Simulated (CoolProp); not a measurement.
n-perfluoropentane along the isobar 89.1 bar: density (kg/m³) from the reference equation and from simpler models built on Tc = 147.9 °C, pc = 20.63 bar, ω = 0.436; each cubic takes its own stable root.

The numbers come from the reference Helmholtz-energy equation of state, Gao 2022 in CoolProp.

```csv
T (°C),phase,reference
-86.45,liquid,1954
-80.55,liquid,1937
-74.65,liquid,1921
-68.75,liquid,1905
-62.85,liquid,1889
-56.95,liquid,1873
-51.05,liquid,1857
-45.15,liquid,1841
-39.25,liquid,1825
-33.35,liquid,1809
-27.45,liquid,1793
-21.45,liquid,1777
-15.55,liquid,1761
-9.65,liquid,1745
```

How far does each simpler model (Redlich-Kwong, Soave-Redlich-Kwong) lie from the reference over these 14 states: mean and median of the absolute difference, and the worst?


- Redlich-Kwong: mean 10.1 %, median 10.1 %, worst -11.1 % at -86.45 °C and 89.1 bar
- Soave-Redlich-Kwong: mean 7.2 %, median 7.1 %, worst -8.9 % at -86.45 °C and 89.1 bar
